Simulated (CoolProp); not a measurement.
Computed with CoolProp (reference Helmholtz-energy equation of state, Lemmon 2006). It is a short technical equation, of lower accuracy than the large ones.

**Question.** Give the vapour pressure (kPa), vapour density (kg/m³), liquid cp (kJ/(kg K)), surface tension (mN/m) of saturated CH3F (R41) at -20.65, 2.95 °C.

**Answer.** 
| T (°C) | p (kPa) | vapour density (kg/m³) | liquid cp (kJ/(kg K)) | surface tension (mN/m) |
|---|---|---|---|---|
| -20.65 | 1110 | 22.3 | 2.34 | 7.02 |
| 2.95 | 2210 | 46.6 | 2.69 | 4.00 |

Surface tension comes from a separate correlation (Mulero 2012).
